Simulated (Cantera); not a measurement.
## Thermodynamics of carbothermic reduction, feed Fe₂O₃ + C + CO

Input: 1 mol Fe₂O₃, 0.99 mol C, 1.8 mol CO, held at 29000 Pa.

Cantera equilibrium calculation (NASA polynomials, part measured and part estimated; ideal gas, pure solids and liquids). Candidate condensed phases: C, Fe, Fe(CO)₅, FeO, Fe₂O₃, Fe₃O₄; 15 gas species. Mutual solubility and eutectic melting of coexisting phases are not modelled. The tables' stoichiometric FeO is somewhat more stable than real wüstite, so its field is too wide. FeO: taken at fixed stoichiometry. The numbers say what is thermodynamically allowed, not how fast it happens.

From 1050 K to 1175 K the condensed part is Fe(α) + FeO(s). From 1200 K to 1350 K the condensed part is Fe(γ) + FeO(s).

```csv
T (K),x CO,x CO₂,x Fe,n Fe(α),n FeO(s),n Fe(γ)
1050,0.808,0.192,<1e-12,0.525,1.48,0
1075,0.813,0.187,1.56e-12,0.511,1.49,0
1100,0.818,0.182,4.35e-12,0.499,1.50,0
1125,0.822,0.178,1.16e-11,0.488,1.51,0
1150,0.825,0.175,2.96e-11,0.477,1.52,0
1175,0.829,0.171,7.26e-11,0.467,1.53,0
1200,0.832,0.168,1.71e-10,0,1.54,0.458
1225,0.835,0.165,3.89e-10,0,1.55,0.450
1250,0.838,0.162,8.55e-10,0,1.56,0.442
1275,0.841,0.159,1.82e-9,0,1.57,0.435
1300,0.843,0.157,3.76e-9,0,1.57,0.427
1325,0.846,0.154,7.57e-9,0,1.58,0.420
1350,0.848,0.152,1.48e-8,0,1.59,0.414
```
x: gas mole fraction; n: condensed amount in mol.
